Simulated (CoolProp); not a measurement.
Vapour-liquid equilibrium of CH2F2 (R32) (1) + R227EA (2) at 118 kPa; x and y are mole fractions of (1).

Model: multi-fluid Helmholtz-energy mixture model, Tillner-Roth 1997 and Lemmon 2016; pair parameters Bell 2016, in CoolProp.

### Question
Give the bubble temperature and the first vapour's composition at x = 0.05, 0.35, 0.5. Is there an azeotrope?

### Answer
x = 0.05: -17.5 °C, y = 0.215; x = 0.35: -36.1 °C, y = 0.766; x = 0.5: -40.6 °C, y = 0.849. No azeotrope shows between x = 0.05 and 0.95.

Pair parameters are fitted to limited data, so mixtures are less certain than the pure fluids.
